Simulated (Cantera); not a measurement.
# Hydrocarbon pyrolysis for carbon deposition

A perfectly stirred reactor is fed with C₃H₈ : H₂ = 1 : 73 (molar parts), at 110000 Pa; it is held at 1973 K, and followed from long to short residence time.

Computed with Cantera and GRI-Mech 3.0 (53 species, 325 reactions). GRI-Mech 3.0 was tuned for natural gas; its chemistry of propane as a main component is partial and can be far from experiment. GRI-Mech 3.0 stops at C3 and has no aromatics, soot or wall deposition, so with more carbon than oxygen in the feed, carbon stays in small species such as C2H2 where larger ones or solid carbon would form.

```tsv
τ (s)	x C₃H₈	x H₂	x C₂H₄	x C₂H	x CH₃	x C₂H₂
0.85	2.30e-8	0.978	0.000151	3.99e-7	7.58e-5	0.0179
0.37	5.28e-8	0.977	0.000150	3.95e-7	8.61e-5	0.0177
0.17	1.15e-7	0.977	0.000148	3.89e-7	0.000103	0.0174
0.073	2.68e-7	0.977	0.000147	3.77e-7	0.000133	0.0168
0.032	6.10e-7	0.976	0.000147	3.61e-7	0.000176	0.0160
0.014	1.39e-6	0.975	0.000152	3.42e-7	0.000233	0.0150
0.0064	3.01e-6	0.973	0.000169	3.24e-7	0.000296	0.0139
0.0028	6.74e-6	0.972	0.000215	3.11e-7	0.000368	0.0128
0.0012	1.51e-5	0.971	0.000319	3.09e-7	0.000446	0.0119
0.00055	3.11e-5	0.971	0.000504	3.21e-7	0.000530	0.0111
```
x: mole fraction; the columns are a selection and need not sum to one.
